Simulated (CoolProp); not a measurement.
Diethyl ether at several states: fugacity coefficient from the reference equation and from simpler models built on Tc = 467.9 K, pc = 37.17 bar, ω = 0.282; each cubic takes its own stable root.

Values from CoolProp's reference Helmholtz-energy equation of state, Thol 2014.

```
T (K)  p (bar)   phase  reference
-----  -------  ------  ---------
395.5     1.05     gas     0.9828
409.6       16  liquid     0.6974
528.7     13.6     gas     0.9209
451.5     9.64     gas     0.9011
```

### Question
How far does each simpler model (Redlich-Kwong, Peng-Robinson) lie from the reference over these 4 states: mean and median of the absolute difference, and the worst?

### Answer
- Redlich-Kwong: mean 3.6 %, median 0.5 %, worst +13.1 % at 409.6 K and 16 bar
- Peng-Robinson: mean 0.6 %, median 0.6 %, worst -1.2 % at 528.7 K and 13.6 bar

At some of these states Redlich-Kwong gives the other phase, because its saturation line lies elsewhere.
